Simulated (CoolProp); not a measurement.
Vapour pressure (bar) of chloromethane (R40): the reference equation beside estimates from Tc = 418.6 K, pc = 69.29 bar, ω = 0.150.

Values from CoolProp's reference Helmholtz-energy equation of state, Thol 2014.

| T (K) | reference | van der Waals | Soave-Redlich-Kwong | Peng-Robinson |
|---|---|---|---|---|
| 314.2 | 8.973 | 19.64 | 8.924 | 8.855 |
| 318.1 | 9.917 | 20.84 | 9.874 | 9.790 |
| 322 | 10.93 | 22.09 | 10.90 | 10.80 |
| 325.9 | 12.02 | 23.39 | 11.99 | 11.88 |
| 329.7 | 13.16 | 24.70 | (withheld) | 13.01 |
| 333.6 | 14.40 | (withheld) | 14.40 | 14.25 |
| 337.5 | 15.74 | 27.53 | 15.74 | 15.57 |
| 341.4 | 17.15 | 29.02 | 17.18 | 16.99 |
| 345.3 | 18.66 | 30.55 | 18.71 | 18.50 |
| 349.1 | 20.23 | 32.10 | 20.29 | 20.06 |
| 353 | 21.93 | (withheld) | 22.01 | 21.76 |
| 356.9 | (withheld) | 35.42 | 23.83 | (withheld) |
| 360.8 | 25.64 | 37.16 | 25.76 | 25.48 |

Task: Some entries are withheld; supply them.

Result: 
- 329.7, Soave-Redlich-Kwong: 13.14
- 333.6, van der Waals: 26.09
- 353, van der Waals: 33.74
- 356.9, reference: 23.73
- 356.9, Peng-Robinson: 23.57

Absolute difference from the reference over all 13 rows, mean and median: van der Waals 77.6 and 74.9 %, Soave-Redlich-Kwong 0.3 and 0.3 %, Peng-Robinson 1.0 and 1.0 %.
